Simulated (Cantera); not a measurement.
A freely propagating, adiabatic, planar premixed flame of 6.60 % CH4, 1.25 % C2H6, 0.555 % C3H8, 22.9 % O2, 68.7 % N2, equivalence ratio 0.89, unburnt at 473 K and 230000 Pa; unity-Lewis-number transport, grid criteria slope 0.08 and curve 0.16, no radiation.

Model: GRI-Mech 3.0 (53 species, 325 reactions), integrated in Cantera. Unity Lewis numbers drop preferential diffusion, which matters most where H2 and H carry the flame. Burning velocities carry a grid error of a few per cent, more on coarse grids.

x: mole fraction of selected species; z is measured from the peak of heat release.

| z (mm) | T (K) | u (m/s) | x CH4 | x C2H6 | x C3H8 | x NO | x HO2 | x C2H2 |
|---|---|---|---|---|---|---|---|---|
| -0.459 | 473 | 0.745 | 0.0660 | 0.0125 | 0.00555 | <1e-8 | 1.21e-7 | 5.20e-8 |
| -0.306 | 476 | 0.750 | 0.0659 | 0.0125 | 0.00553 | 1.45e-8 | 1.56e-6 | 6.71e-7 |
| -0.230 | 486 | 0.766 | 0.0655 | 0.0124 | 0.00549 | 6.32e-8 | 6.52e-6 | 2.80e-6 |
| -0.153 | … | 0.888 | 0.0624 | 0.0117 | 0.00515 | 5.20e-7 | 4.34e-5 | 1.89e-5 |
| -0.0766 | … | 1.58 | 0.0441 | 0.00766 | 0.00317 | 5.20e-6 | 0.000184 | 0.000116 |
| -0.0383 | … | 2.32 | 0.0239 | 0.00327 | 0.00117 | 1.17e-5 | 0.000254 | 0.000228 |
| 0 | … | 3.08 | 0.00463 | 0.000165 | 3.66e-5 | 2.05e-5 | 0.000135 | 0.000258 |
| 0.0383 | 2031 | 3.37 | 0.000194 | 2.87e-7 | 2.81e-8 | 3.01e-5 | 2.72e-5 | 2.47e-5 |
| 0.0766 | 2099 | 3.46 | 4.97e-6 | <1e-8 | <1e-8 | 3.74e-5 | 1.70e-5 | 6.30e-7 |
| 0.153 | 2187 | 3.59 | <1e-8 | <1e-8 | <1e-8 | 4.89e-5 | 1.19e-5 | <1e-8 |
| 0.306 | 2282 | 3.71 | <1e-8 | <1e-8 | <1e-8 | 6.91e-5 | 7.64e-6 | <1e-8 |
| 0.612 | 2363 | 3.82 | <1e-8 | <1e-8 | <1e-8 | 0.000105 | 5.35e-6 | <1e-8 |
| 1.22 | 2411 | 3.88 | <1e-8 | <1e-8 | <1e-8 | 0.000167 | 4.60e-6 | <1e-8 |

Some entries are withheld; supply them.


- -0.153, T (K): 562
- -0.0766, T (K): 988
- -0.0383, T (K): 1423
- 0, T (K): 1858
